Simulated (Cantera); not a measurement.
Input: 1 mol CH3OH, 0.062 mol CO2, equilibrated at 1752 °C and 1.00 mbar.

Method: chemical equilibrium by Gibbs-energy minimisation in Cantera with the NASA 1993 tables (ideal gas, pure condensed phases). Kinetics and transport are ignored.

```tsv
species	before	after
H2	0.597	0.566
CO	0.337	0.348
H	0.0470	0.0458
H2O	0.0175	0.0356
CO2	0.00211	0.00468
O	8.25e-6	1.77e-5
OH	0.000144	0.000301
```
Gas species are given as mole fractions.

### Question
What was changed between the two runs?
(A) temperature from 1752 °C to 2427 °C
(B) CO2 from 0.062 to 0.13 mol
(C) CO2 from 0.062 to 0.62 mol
(D) temperature from 1752 °C to 1975 °C

### Answer
B, CO2 from 0.062 to 0.13 mol
